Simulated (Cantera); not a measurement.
A Cantera script and what it prints.

```python
import numpy as np
import cantera as ct

gas_names = """
    C CO CO2 C2 C2O C3 C3O2 C4 C5 O O2 O3 Ti TiO TiO2
""".split()
cond_names = """
    C(gr) Ti(a) Ti(b) Ti(L) TiC(s) TiC(L) TiO(a) TiO(b) TiO(L) TiO2(ru) TiO2(L) Ti2O3(a) Ti2O3(b)
    Ti2O3(L) Ti3O5(a) Ti3O5(b) Ti3O5(L) Ti4O7(s) Ti4O7(L)
""".split()


# ... load() reads the species with a 1 bar reference pressure and builds the phases ...
atoms = {
    'TiO2': {'Ti': 1, 'O': 2},
    'CO': {'C': 1, 'O': 1},
    'CO2': {'C': 1, 'O': 2},
}
top_T = {'C(gr)': 4500}  # K; cautious upper limits of use, not melting points


# ... equilibrate(T, P, feed) seeds the gas with the atoms and calls Mixture.equilibrate('TP', solver="vcs", rtol=1e-11, max_steps=5000) ...
results = []
feed = {'TiO2': 1, 'CO': 3.5, 'CO2': 0.13}  # mol
P = 3200  # Pa
for T in [1125, 1275, 1425, 1575, 1725, 1875, 2025, 2175, 2325, 2475]:
    mix = equilibrate(T, P, feed)
    results.append((T, P, feed, dict(zip(mix.species_names, mix.species_moles))))
    x = sorted(zip(gas.X, gas.species_names), reverse=True)
    print(f"T = {T:g} K  P = {P:g} Pa  gas = {mix.phase_moles(0):.4g} mol")
    print("   x: " + "  ".join(f"{s} {v:.3e}" for v, s in x if v > 1e-06))
    print("   condensed (mol): " + ("  ".join(f"{mix.phase(i).name} {mix.phase_moles(i):.4g}"
          for i in range(1, mix.n_phases) if mix.phase_moles(i) > 1e-12) or "none"))
```

Output:

```
T = 1125 K  P = 3200 Pa  gas = 3.63 mol
   x: CO 9.642e-01  CO2 3.581e-02
   condensed (mol): TiO2(ru) 1
T = 1275 K  P = 3200 Pa  gas = 3.63 mol
   x: CO 9.642e-01  CO2 3.581e-02
   condensed (mol): TiO2(ru) 1
T = 1425 K  P = 3200 Pa  gas = 3.63 mol
   x: CO 9.642e-01  CO2 3.581e-02
   condensed (mol): TiO2(ru) 1
T = 1575 K  P = 3200 Pa  gas = 3.63 mol
   x: CO 9.642e-01  CO2 3.581e-02
   condensed (mol): TiO2(ru) 1
T = 1725 K  P = 3200 Pa  gas = 3.63 mol
   x: CO 9.642e-01  CO2 3.581e-02
   condensed (mol): TiO2(ru) 1
T = 1875 K  P = 3200 Pa  gas = 3.63 mol
   x: CO 9.642e-01  CO2 3.581e-02
   condensed (mol): TiO2(ru) 1
T = 2025 K  P = 3200 Pa  gas = 3.63 mol
   x: CO 9.021e-01  CO2 9.791e-02  TiO2 1.059e-05  O 4.458e-06
   condensed (mol): TiO2(ru) 0.09825  Ti4O7(L) 0.2254
T = 2175 K  P = 3200 Pa  gas = 3.631 mol
   x: CO 8.953e-01  CO2 1.046e-01  TiO2 8.934e-05  O 4.257e-05  O2 1.093e-05  TiO 3.354e-06
   condensed (mol): Ti4O7(L) 0.2499
T = 2325 K  P = 3200 Pa  gas = 3.633 mol
   x: CO 8.950e-01  CO2 1.040e-01  TiO2 5.504e-04  O 2.829e-04  O2 7.787e-05  TiO 2.793e-05
   condensed (mol): Ti4O7(L) 0.2495
T = 2475 K  P = 3200 Pa  gas = 3.647 mol
   x: CO 8.939e-01  CO2 1.014e-01  TiO2 2.655e-03  O 1.462e-03  O2 4.178e-04  TiO 1.797e-04
   condensed (mol): Ti4O7(L) 0.2474
```

Cantera equilibrium calculation (NASA polynomials, part measured and part estimated; ideal gas, pure solids and liquids). Mutual solubility and eutectic melting of coexisting phases are not modelled. Condensed phases not in the tables: Magnéli phases beyond Ti4O7.
